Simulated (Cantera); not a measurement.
## H₂S + O₂ + H₂ (abatement and gas-phase synthesis)

Input: 1 mol H₂S, 3.7 mol O₂, 16 mol H₂, held at 3250 K.

These are equilibrium values from Cantera (NASA tables, ideal gas, pure condensed phases), not measurements of a reactor. Candidate condensed phases: H₂O, H₂SO₄, S; 19 gas species. The ideal-gas law is rough above about 30 bar. Equilibrium is a limit: real reactors are often held back by kinetics, nucleation or transport.

From 10.0 Pa to 300 bar nothing is condensed.

```
P (Pa)       x H      x H₂    x H₂O       x O      x OH     x H₂S      x S      x SO      x SH
--------  ------  --------  -------  --------  --------  --------  -------  --------  --------
10         0.801  0.000623  4.46e-7     0.174  0.000227  2.16e-10   0.0235   5.33e-5   4.60e-6
120        0.793   0.00733  6.21e-5     0.172   0.00267   3.00e-8   0.0232  0.000621   5.37e-5
1400       0.719    0.0703  0.00601     0.149    0.0244   2.91e-6   0.0201   0.00544  0.000493
17000      0.421     0.292    0.117    0.0572    0.0666  0.000101   0.0139    0.0175   0.00241
210000     0.151     0.466    0.288   0.00717    0.0370   0.00151   0.0105    0.0204   0.00810
2500000   0.0462     0.518    0.370  0.000696    0.0131    0.0104  0.00545    0.0123    0.0153
30000000  0.0133     0.515    0.413   6.52e-5   0.00423    0.0320  0.00141   0.00357    0.0137
```
x: gas mole fraction; nothing condenses.
